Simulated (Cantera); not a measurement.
An adiabatic, constant-pressure homogeneous reactor starts with 22.9 % CO, 6.18 % H₂, 4.58 % CH₄, 13.9 % O₂, 52.4 % N₂, equivalence ratio 1.7, at 1675 K and 1.01 bar.

Cantera simulation using GRI-Mech 3.0 (53 species, 325 reactions); the numbers are that mechanism's predictions, not measurements.

x: mole fraction; the columns are a selection and need not sum to one.

```tsv
t (s)	T (K)	x CO	x H₂	x CH₄	x CH₂O	x N₂O	x CH₂CO	x OH
2.00e-6	1675	0.229	0.0618	0.0458	2.66e-8	2.84e-12	6.80e-11	4.93e-7
5.37e-6	1675	0.229	0.0618	0.0458	(withheld)	1.46e-11	9.82e-10	(withheld)
1.44e-5	1675	0.229	0.0617	0.0455	1.00e-5	1.03e-10	2.39e-8	1.09e-5
3.86e-5	1794	0.232	0.0613	(withheld)	(withheld)	(withheld)	(withheld)	(withheld)
0.000104	2515	0.193	0.0348	<1e-12	1.47e-9	6.81e-8	<1e-12	0.0200
0.000278	2767	0.191	0.0327	<1e-12	2.01e-9	1.58e-7	<1e-12	0.0186
0.000746	2846	0.190	0.0321	<1e-12	2.47e-9	2.33e-7	<1e-12	0.0169
0.00200	2842	0.190	0.0324	<1e-12	2.52e-9	2.62e-7	<1e-12	0.0163
0.00537	2840	0.190	0.0325	<1e-12	2.53e-9	2.70e-7	<1e-12	0.0162
0.0144	2840	0.190	0.0325	<1e-12	2.53e-9	2.70e-7	<1e-12	0.0162
0.0386	2840	0.190	0.0325	<1e-12	2.53e-9	2.70e-7	<1e-12	0.0162
0.104	2840	0.190	0.0325	<1e-12	2.53e-9	2.70e-7	<1e-12	0.0162
0.278	2840	0.190	0.0325	<1e-12	2.53e-9	2.70e-7	<1e-12	0.0162
0.746	2840	0.190	0.0325	<1e-12	2.53e-9	2.70e-7	<1e-12	0.0162
2.00	2840	0.190	0.0325	<1e-12	2.53e-9	2.70e-7	<1e-12	0.0162
```

Some entries are withheld; supply them.


- 5.37e-6, x CH₂O: 4.02e-7
- 5.37e-6, x OH: 1.52e-6
- 3.86e-5, x CH₄: 0.0287
- 3.86e-5, x CH₂O: 0.00145
- 3.86e-5, x N₂O: 6.51e-9
- 3.86e-5, x CH₂CO: 9.68e-5
- 3.86e-5, x OH: 0.000629
